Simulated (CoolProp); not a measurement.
Vapour-liquid equilibrium of benzene (1) + n-dodecane (2) at 0.00506 MPa; x and y are mole fractions of (1).

The numbers come from the multi-fluid Helmholtz-energy mixture model, Thol 2012 and Lemmon 2004; pair parameters Bell 2016 in CoolProp.

Task: Give the bubble temperature and the first vapour's composition at x = 0.2, 0.8, 0.95. Is there an azeotrope?

Result: x = 0.2: 38.5 °C, y = 0.992; x = 0.8: 10.3 °C, y = 1.000; x = 0.95: 7.5 °C, y = 1.000. No azeotrope shows between x = 0.05 and 0.95.

Pair parameters are fitted to limited data, so mixtures are less certain than the pure fluids. The gap from Raoult's law changes sign with composition, which may be real or a fault of the pair parameters; it wasn't checked against measurements.
